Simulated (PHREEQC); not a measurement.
A solution holds 0.037 mol KHSO4, 0.0025 mol KH2PO4 and 0.015 mol Na2SO4 per kg of water, at 20 °C. Closed to the air; pH follows from the charge balance.

All values are PHREEQC results (ion-association model, wateq4f.dat), not measurements.

```
Quantity                 Result
----------------  -------------
pH                         1.84
ionic strength    0.113 mol/kgw
total alkalinity   -37.0 meq/kg
```

```tsv
species	molality	activity	log γ
K+	0.0370	0.0280	-0.121
SO4-2	0.0301	0.0109	-0.443
Na+	0.0285	0.0221	-0.110
HSO4-	0.0179	0.0137	-0.114
H+	0.0176	0.0145	-0.085
KSO4-	0.00250	0.00196	-0.107
H3PO4	0.00151	0.00155	0.011
NaSO4-	0.00149	0.00117	-0.107
H2PO4-	0.000988	0.000773	-0.107
HPO4-2	8.85e-9	3.22e-9	-0.439
```

No solid was allowed to form. H3PO4, which wateq4f.dat lacks, is added to it with the constant of phreeqc.dat.
